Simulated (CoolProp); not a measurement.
R123 along the isobar 1.88 MPa: fugacity coefficient from the reference equation and from simpler models built on Tc = 183.7 °C, pc = 3.662 MPa, ω = 0.282; each cubic takes its own stable root.

Model: reference Helmholtz-energy equation of state, Younglove 1994, in CoolProp. It is a modified Benedict-Webb-Rubin equation, recast in Helmholtz form.

```
T (°C)   phase  reference
------  ------  ---------
88.75   liquid     0.2956
99.35   liquid     0.3666
109.95  liquid     0.4469
120.55  liquid     0.5361
131.25  liquid     0.6345
141.85  liquid     0.7392
152.45     gas     0.7767
163.05     gas     0.7959
173.75     gas     0.8131
184.35     gas     0.8282
194.95     gas     0.8418
205.55     gas     0.8540
216.25     gas     0.8653
226.85     gas     0.8754
```

### Question
How far does each simpler model (Soave-Redlich-Kwong, Peng-Robinson) lie from the reference over these 14 states: mean and median of the absolute difference, and the worst?

### Answer
- Soave-Redlich-Kwong: mean 1.3 %, median 0.7 %, worst +2.7 % at 109.95 °C and 1.88 MPa
- Peng-Robinson: mean 1.0 %, median 1.3 %, worst -1.6 % at 205.55 °C and 1.88 MPa
